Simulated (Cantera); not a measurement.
Cantera run, input and output.

```python
import numpy as np
import cantera as ct

gas = ct.Solution("gri30.yaml")
gas.TPX = 1375, 1333, {'N2O': 1, 'H2O': 0.09}
reactor = ct.IdealGasConstPressureReactor(gas, energy="off", clone=False)
net = ct.ReactorNet([reactor])
net.rtol, net.atol = 1e-08, 1e-18
show = ['N2O', 'H2O', 'H2', 'NO', 'O2']
times = np.geomspace(0.0003, 30, 13)

steps = ct.SolutionArray(gas, extra=["t"])
rows = []
print(f"{'t/s':>10s}{'T/K':>9s}{'P/Pa':>11s}" + "".join(f"{s:>11s}" for s in show))
for t in times:
    while net.time < t:
        t_next = net.step()
        steps.append(gas.state, t=t_next)
    rows.append([np.interp(t, steps.t, y) for y in (steps.T, steps.P, *steps(*show).X.T)])
    print(f"{t:10.3e}{rows[-1][0]:9.1f}{rows[-1][1]:11.4g}" + "".join(f"{x:11.3e}" for x in rows[-1][2:]))
rate = np.gradient(steps.T, steps.t)
print("integrator steps:", len(steps.t))
if steps.T.max() > steps.T[0] + 200:
    print(f"time of steepest temperature rise: {steps.t[rate.argmax()]:.4e} s")
gas.TPX = 1375, 1333, {'N2O': 1, 'H2O': 0.09}
gas.equilibrate("TP")
print(f"equilibrium (TP): T = {gas.T:.1f} K  " + "  ".join(f"{s} {gas[s].X[0]:.3e}" for s in show))
```

It prints:

```
       t/s      T/K       P/Pa        N2O        H2O         H2         NO         O2
 3.000e-04   1375.0       1333  9.174e-01  8.256e-02  7.253e-11  3.884e-06  8.582e-06
 7.830e-04   1375.0       1333  9.172e-01  8.256e-02  2.102e-09  1.684e-05  3.728e-05
 2.044e-03   1375.0       1333  9.169e-01  8.253e-02  3.386e-08  5.532e-05  1.235e-04
 5.335e-03   1375.0       1333  9.160e-01  8.248e-02  2.911e-07  1.553e-04  3.601e-04
 1.392e-02   1375.0       1333  9.136e-01  8.239e-02  1.164e-06  4.072e-04  1.032e-03
 3.635e-02   1375.0       1333  9.073e-01  8.221e-02  2.054e-06  1.034e-03  2.820e-03
 9.487e-02   1375.0       1333  8.912e-01  8.175e-02  1.738e-06  2.597e-03  7.415e-03
 2.476e-01   1375.0       1333  8.511e-01  8.062e-02  1.177e-06  6.535e-03  1.894e-02
 6.463e-01   1375.0       1333  7.580e-01  7.799e-02  9.288e-07  1.588e-02  4.600e-02
 1.687e+00   1375.0       1333  5.718e-01  7.272e-02  8.927e-07  3.459e-02  1.005e-01
 4.403e+00   1375.0       1333  2.984e-01  6.498e-02  1.075e-06  6.167e-02  1.809e-01
 1.149e+01   1375.0       1333  6.923e-02  5.849e-02  1.478e-06  8.348e-02  2.488e-01
 3.000e+01   1375.0       1333  2.748e-03  5.663e-02  9.947e-07  8.912e-02  2.689e-01
integrator steps: 1451
equilibrium (TP): T = 1375.0 K  N2O 4.559e-09  H2O 5.657e-02  H2 2.692e-07  NO 6.896e-04  O2 3.141e-01
```

Detailed kinetics in Cantera: GRI-Mech 3.0 (53 species, 325 reactions). GRI-Mech 3.0 was tuned for natural gas; its chemistry of N2O as a main component is partial and can be far from experiment. Radical loss at walls, strong at low pressure, is not modelled. The mechanism lacks the step 2 NO + O2 → 2 NO2, which can matter for NO2 below about 1400 K. The temperature is held fixed by assumption; the heat of reaction is taken as removed at once.
